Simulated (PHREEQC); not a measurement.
**Copper plating or etch bath (model solution)**

Make-up at 25 °C: 65 mmol/kgw Cu(NO3)2, 3.8 mmol/kgw HCl and 21 mmol/kgw KCl. Closed to the air; pH follows from the charge balance.

Model: ion-association model, phreeqc.dat, run in PHREEQC.

Each row changes one thing in this solution. No solid was allowed to form.

```json
[
 {"case": "as made", "pH": "2.52", "Cl- (mol/kgw)": "0.0235"},
 {"case": "HCl replaced by CdCl2 at the same molality", "pH": "4.33", "Cl- (mol/kgw)": "0.0256"},
 {"case": "0.0009 mol/kgw MnCl2 added", "pH": "2.52", "Cl- (mol/kgw)": "0.0252"},
 {"case": "Cu(NO3)2 left out", "pH": "2.48", "Cl- (mol/kgw)": "0.0248"},
 {"case": "KCl left out", "pH": "2.52", "Cl- (mol/kgw)": "0.00360"},
 {"case": "KCl from 0.021 to 0.0042 mol/kgw", "pH": "2.52", "Cl- (mol/kgw)": "0.00757"},
 {"case": "KCl from 0.021 to 0.042 mol/kgw", "pH": "2.52", "Cl- (mol/kgw)": "0.0435"},
 {"case": "temperature from 25 to 65 °C", "pH": "2.53", "Cl- (mol/kgw)": "0.0195"},
 {"case": "HCl replaced by MnCl2 at the same molality", "pH": "4.33", "Cl- (mol/kgw)": "0.0270"}
]
```

Complexes and solids missing from the database can't appear. Away from 25 °C the constants follow the database's enthalpies or fits; those with neither stay at their 25 °C values.
